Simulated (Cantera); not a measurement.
Gas mixture: 16.6 % NO, 40.0 % N2, 43.4 % O2, at 7500 Torr, frozen composition.

Cantera's kinetic-theory transport with the Lennard-Jones parameters of GRI-Mech 3.0, ideal gas; thermal conductivity in the multicomponent form. The composition is frozen, though it would react at the higher temperatures.

One state of this run: ρ (kg/m³) = 3.62; cp (J/kg/K) = 1127; μ (µPa s) = 44.5; λ (mW/m/K) = 70.8; Pr = 0.708; D (cm²/s) CO2 = 0.131; D (cm²/s) H2 = 0.603; D (cm²/s) H = 1.00. D: mixture-averaged diffusion coefficient of that species in the mixture.

Question: Which value of T (K) does it belong to?
A) 600
B) 1000
C) 1400
D) 800

Answer: B, 1000
